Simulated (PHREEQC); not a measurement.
A solution holds 0.02 mol/kgw KH2PO4, 0.067 mol/kgw Na2SO4 and 0.012 mol/kgw KCl, at 25 °C. Closed to the air; pH follows from the charge balance.

Equilibrium calculation in PHREEQC: ion-association model, phreeqc.dat.

* **pH**: 4.60
* **ionic strength**: 0.207 mol/kgw
* **specific conductance**: 13400 µS/cm
* **density**: 1.008 g/cm³

```csv
species,molality,activity,log γ
Na+,0.124,0.0927,-0.127
SO4-2,0.0542,0.0156,-0.540
K+,0.0290,0.0205,-0.149
H2PO4-,0.0198,0.0147,-0.129
Cl-,0.0120,0.00855,-0.147
NaSO4-,0.00976,0.00726,-0.129
```

No solid was allowed to form. Complexes and solids missing from the database can't appear.
